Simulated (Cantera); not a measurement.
Input: 1 mol CO, 1.2 mol O2, 6.7 mol H2, equilibrated at 2998.15 K and 10.0 Torr.

Equilibrium computed with Cantera from the NASA thermochemical tables; the gas is ideal and each condensed phase is pure. Candidate condensed phases: C, C6H6, C7H8, C8H18, H2O; 110 gas species. Equilibrium is a limit: real reactors are often held back by kinetics, nucleation or transport.

Base state: H 0.570, H2 0.176, O 0.0859, CO 0.0756, OH 0.0432, H2O 0.0401, O2 0.00777, CO2 0.00233 (mole fractions); condensed: gas only.

Task: What changes in the equilibrium state with this change: pressure from 10.0 Torr to 0.173 Torr?

Result: 
```tsv
species	before	after
H	0.570	0.791
O	0.0859	0.141
CO	0.0756	0.0599
H2	0.176	0.00583
H2O	0.0401	3.79e-5
OH	0.0432	0.00170
CO2	0.00233	5.26e-5
O2	0.00777	0.000364
```

Task: What changes in the equilibrium state with this change: O2 from 1.2 to 0.0088 mol?

Result: 
| species | before | after |
|---|---|---|
| H | 0.570 | 0.670 |
| H2 | 0.176 | 0.243 |
| CO | 0.0756 | 0.0863 |
| O | 0.0859 | 0.000669 |
| OH | 0.0432 | 0.000396 |
| H2O | 0.0401 | 0.000432 |
| O2 | 0.00777 | 4.72e-7 |
| CO2 | 0.00233 | 2.08e-5 |

Task: What changes in the equilibrium state with this change: temperature from 2998.15 K to 2300 K?

Result: 
| species | before | after |
|---|---|---|
| H2 | 0.176 | 0.524 |
| H2O | 0.0401 | 0.284 |
| CO | 0.0756 | 0.114 |
| H | 0.570 | 0.0607 |
| O | 0.0859 | 0.000419 |
| OH | 0.0432 | 0.00531 |
| CO2 | 0.00233 | 0.0111 |
| O2 | 0.00777 | 9.51e-5 |
